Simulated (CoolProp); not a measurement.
Isobutene along the isotherm 448.7 K: density (kg/m³) from the reference equation and from simpler models built on Tc = 418.1 K, pc = 40.16 bar, ω = 0.193; each cubic takes its own stable root.

Model: reference Helmholtz-energy equation of state, Lemmon 2005, in CoolProp. It is a short technical equation, of lower accuracy than the large ones.

```tsv
p (bar)	phase	reference	ideal gas	van der Waals	Redlich-Kwong	Soave-Redlich-Kwong	Peng-Robinson
8.37	gas	13.38	12.59	13.31	13.39	13.36	13.47
16.7	gas	28.67	25.12	28.35	28.67	28.54	29.00
25.1	gas	46.91	37.75	46.16	46.88	46.48	47.66
33.5	gas	69.50	50.38	68.32	69.46	68.38	70.82
41.8	supercritical	99.04	62.86	98.83	99.31	96.42	100.9
50.2	supercritical	143.1	75.50	155.7	145.5	136.6	144.5
58.6	supercritical	214.2	88.13	218.6	212.2	192.9	205.6
66.9	supercritical	282.6	100.6	245.3	259.2	241.5	260.0
75.3	supercritical	321.5	113.2	262.0	288.4	274.0	297.3
83.7	supercritical	345.5	125.9	274.1	309.4	297.0	323.9
92	supercritical	362.6	138.4	283.7	325.6	314.6	344.3
100	supercritical	375.4	150.4	291.5	338.6	328.7	360.5
```
